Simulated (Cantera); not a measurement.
A perfectly stirred reactor is fed with CO : H₂ : CH₄ : O₂ : N₂ = 1 : 0.71 : 0.95 : 3.24 : 12.2 (molar parts), equivalence ratio 0.85, at 360 Torr; it is adiabatic with a 450 K inlet, and is followed from long to short residence time, starting on the burning branch (τ in s: 0.21, 0.094, 0.041, 0.018, 0.0078, 0.0034, 0.0015, 0.00064, 0.00028, 0.00012, 5.3e-05, 2.3e-05).

Detailed kinetics in Cantera: GRI-Mech 3.0 (53 species, 325 reactions).

Q: Predict: blow-out, bracketed by the residence times tried; x(CO) at τ = 0.210 s; x(H₂) at τ = 0.210 s; x(CH₄) at τ = 0.210 s; x(CO) at τ = 1.50 ms; x(H₂) at τ = 1.50 ms; x(CH₄) at τ = 1.50 ms; x(C₂H₄) at τ = 1.50 ms.

A: 
```
Property                                                                       Result
------------------------------------------------  -----------------------------------
blow-out, bracketed by the residence times tried  burning at 0.120 ms, out at 53.0 µs
x(CO) at τ = 0.210 s                                                          0.00736
x(H₂) at τ = 0.210 s                                                          0.00191
x(CH₄) at τ = 0.210 s                                                         1.38e-6
x(CO) at τ = 1.50 ms                                                           0.0280
x(H₂) at τ = 1.50 ms                                                          0.00934
x(CH₄) at τ = 1.50 ms                                                         6.21e-5
x(C₂H₄) at τ = 1.50 ms                                                        5.17e-9
```
